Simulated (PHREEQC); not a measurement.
Make-up at 43 °C: 0.0078 mol/kgw TMAH and 9.9e-05 mol/kgw H3BO3. Closed to the air; pH follows from the charge balance.

Computed with PHREEQC (ion-association model, phreeqc.dat).

- pH: 11.29
- ionic strength: 0.00780 mol/kgw
- total alkalinity: 7.80 meq/kg

| species | molality | activity | log γ |
|---|---|---|---|
| (CH3)4N+ | 0.00780 | 0.00709 | -0.042 |
| OH- | 0.00770 | 0.00699 | -0.042 |
| H2BO3- | 9.84e-5 | 8.94e-5 | -0.042 |
| H3BO3 | 5.79e-7 | 5.80e-7 | 0.001 |

Precipitation was switched off in this run. Species that the database lacks are ignored. (CH3)4N+ isn't in the database: it is added as a free cation with an ion size of 4 Å. Away from 25 °C the constants follow the database's enthalpies or fits; those with neither stay at their 25 °C values.
